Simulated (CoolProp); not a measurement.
A single-stage vapour-compression cycle with the fluid: evaporating at 281.15 K (dew point), condensing at 335.15 K (bubble point), superheat 10 K, subcooling 2 K, compressor efficiency 0.85, no pressure losses. The same conditions are run with several fluids, on thermodynamics alone (safety and materials aside).

Values from CoolProp's reference Helmholtz-energy equation of state of each fluid (dimethyl ether: Wu 2011; R236EA: Rui 2013; fluoroethane (R161): Wu 2012; n-perfluorohexane: Gao 2022; R245ca: Zhou 2016; R113: Marx 1992).

Problem. Rank dimethyl ether, R236EA, fluoroethane (R161), n-perfluorohexane, R245ca, R113 by cooling COP, highest first.

Solution. R113 (3.64), R245ca (3.53), dimethyl ether (3.49), R236EA (3.32), fluoroethane (R161) (3.29), n-perfluorohexane (2.84)

```
fluid                pressure ratio  discharge temperature (K)  refrigerating effect (kJ/kg)  volumetric capacity (kJ/m³)
-------------------  --------------  -------------------------  ----------------------------  ---------------------------
dimethyl ether                 4.33                      363.4                           310                         2230
R236EA                         5.83                      337.3                           106                          760
fluoroethane (R161)            4.01                      368.9                           258                         3210
n-perfluorohexane              9.04                      335.2                          50.2                         93.5
R245ca                         7.04                      342.4                           150                          419
R113                           7.29                      341.5                           115                          196
```

The compression ends wet for: n-perfluorohexane.
